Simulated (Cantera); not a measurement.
Input (Python, Cantera):

```python
import numpy as np
import cantera as ct

surf = ct.Interface("diamond.yaml", "diamond_100")
gas, bulk = surf.adjacent["gas"], surf.adjacent["diamond"]
k = surf.kinetics_species_index(bulk.species_names[0])
cover = ["c6HH", "c6H*", "c6*H", "c6**", "c6HM", "c6B"]

rows, drift = [], 0.0
print(f"{'xCH3':>10s}{'um/h':>11s}" + "".join(f"{s:>11s}" for s in cover))
for v in [1e-06, 2.2e-06, 5e-06, 1.1e-05, 2.5e-05, 5.7e-05, 0.00013, 0.00029, 0.00065]:
    T, P, xH, xCH3 = 950, 28000, 0.0016, v
    gas.TPX = T, P, {"H": xH, "CH3": xCH3, "CH4": 0.0034, "H2": 1 - xH - xCH3 - 0.0034}
    surf.TP = bulk.TP = T, P
    surf.coverages = "c6H*:0.1, c6HH:0.9"
    surf.advance_coverages(100.0)
    before = surf.coverages
    surf.advance_coverages(100.0)
    drift = max(drift, np.max(np.abs(surf.coverages - before) / (surf.coverages + 1e-9)))
    rate = surf.net_production_rates[k] * bulk.mean_molecular_weight / bulk.density * 3.6e9
    rows.append([rate, *surf[cover].coverages])
    print(f"{v:10.4g}{rate:11.4e}" + "".join(f"{x:11.3e}" for x in rows[-1][1:]))
```

It prints:

```
      xCH3       um/h       c6HH       c6H*       c6*H       c6**       c6HM        c6B
     1e-06 1.1462e-01  6.442e-01  1.418e-02  3.345e-01  6.529e-03  4.158e-04  3.110e-10
   2.2e-06 2.5199e-01  6.438e-01  1.417e-02  3.343e-01  6.524e-03  9.141e-04  6.838e-10
     5e-06 5.7174e-01  6.429e-01  1.415e-02  3.338e-01  6.511e-03  2.074e-03  1.551e-09
   1.1e-05 1.2533e+00  6.408e-01  1.410e-02  3.327e-01  6.484e-03  4.547e-03  3.401e-09
   2.5e-05 2.8250e+00  6.361e-01  1.399e-02  3.302e-01  6.421e-03  1.025e-02  7.666e-09
   5.7e-05 6.3215e+00  6.255e-01  1.375e-02  3.245e-01  6.281e-03  2.293e-02  1.715e-08
   0.00013 1.3833e+01  6.029e-01  1.324e-02  3.124e-01  5.981e-03  5.019e-02  3.754e-08
   0.00029 2.8342e+01  5.592e-01  1.225e-02  2.891e-01  5.405e-03  1.029e-01  7.691e-08
   0.00065 5.3708e+01  4.826e-01  1.052e-02  2.482e-01  4.410e-03  1.950e-01  1.457e-07
```

Detailed kinetics in Cantera: the Harris–Goodwin 1993 mechanism for the reconstructed diamond (100) surface.
